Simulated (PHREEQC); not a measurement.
## Buffer: an equilibrium model

Consider water at 25 °C with 0.0011 mol/kgw H3BO3, 0.0034 mol/kgw NH3 and 0.001 mol/kgw LiCl. Closed to the air; pH follows from the charge balance.

The numbers come from PHREEQC with the ion-association model, phreeqc.dat.

The pH comes out as 9.72. The ionic strength is 0.00189 mol/kgw. The total alkalinity comes out as 3.40 meq/kg.

| species | molality | activity | log γ |
|---|---|---|---|
| NH3 | 0.00251 | 0.00251 | 0.000 |
| Cl- | 0.00100 | 0.000953 | -0.021 |
| Li+ | 0.00100 | 0.000954 | -0.020 |
| NH4+ | 0.000890 | 0.000847 | -0.021 |
| H2BO3- | 0.000834 | 0.000795 | -0.021 |
| H3BO3 | 0.000266 | 0.000266 | 0.000 |
| OH- | 5.53e-5 | 5.26e-5 | -0.021 |

No solid was allowed to form. Species that the database lacks are ignored.
